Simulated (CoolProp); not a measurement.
A Linde-Hampson liquefier for CF4 (R14): isothermal reversible compression at 250 K from 1 atm to 15 MPa, throttling to 1 atm, return gas leaving the recuperator 10 K below the feed. Each further row changes one setting.

Computed with CoolProp (reference Helmholtz-energy equation of state, Platzer 1990). This equation is an older, rougher fit; its heat capacities, sound speeds and derivatives of the liquid may be far off and weren't checked against measurements.

```json
[
 {"case": "as stated", "liquid yield per pass": "0.406", "compression work (kJ/kg of gas)": "95.7"},
 {"case": "high pressure 30 MPa", "liquid yield per pass": "0.417", "compression work (kJ/kg of gas)": "(withheld)"},
 {"case": "warm-end temperature 280 K", "liquid yield per pass": "0.286", "compression work (kJ/kg of gas)": "(withheld)"},
 {"case": "warm-end gap 15 K", "liquid yield per pass": "(withheld)", "compression work (kJ/kg of gas)": "95.7"}
]
```

Q: Fill in the missing entries.

A: 
- high pressure 30 MPa, compression work (kJ/kg of gas): 109
- warm-end temperature 280 K, compression work (kJ/kg of gas): 116
- warm-end gap 15 K, liquid yield per pass: 0.396
